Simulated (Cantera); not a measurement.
# Thermodynamics of silicon nitride deposition, feed SiH2Cl2 + N2 + H2

Charge: 1 mol SiH2Cl2, a varied amount of N2, 3.8 mol H2, at 75.0 Torr.

These are equilibrium values from Cantera (NASA tables, ideal gas, pure condensed phases), not measurements of a reactor. Candidate condensed phases: NH4Cl, Si, Si3N4; 28 gas species. N2 is the only nitrogen source here; it is nearly inert below about 1500 K, so the nitride shown seldom forms there in practice. Mutual solubility and eutectic melting of coexisting phases are not modelled. The tables' values for SiCl3 are old estimates. The numbers say what is thermodynamically allowed, not how fast it happens.

Map the stable condensed phases over T = 475, 575, 675, 775, 875, 975, 1075, 1175, 1275, 1375, 1475, 1575, 1675, 1775 °C and n(N2) in mol = 0.2, 0.49, 1.2, 2.8, 6.8, 16, 40.


```
T in °C \ n(N2) in mol
          0.2 0.49  1.2  2.8  6.8   16   40
   1775     A    A    A    A    A    A    A
   1675     A    A    A    A    A    A    B
   1575     A    A    A    B    B    B    B
   1475     A    C    B    B    B    B    B
   1375     C    B    B    B    B    B    B
   1275     C    B    B    B    B    B    B
   1175     C    B    B    B    B    B    B
   1075     C    B    B    B    B    B    B
    975     C    B    B    B    B    B    B
    875     C    B    B    B    B    B    B
    775     C    B    B    B    B    B    B
    675     C    B    B    B    B    B    B
    575     C    B    B    B    B    B    B
    475     C    B    B    B    B    B    B
```
A: Si; B: Si3N4; C: Si + Si3N4.
